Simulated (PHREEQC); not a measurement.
Solution (34 °C): 0.59 mol/kgw CaCl2. Closed to the air; pH follows from the charge balance.

All values are PHREEQC results (Pitzer model, pitzer.dat), not measurements.

Precipitation was switched off in this run.

### Question
Predict the activity of water, density.

### Answer
activity of water 0.971; density 1.045 g/cm³.

Species that the database lacks are ignored.
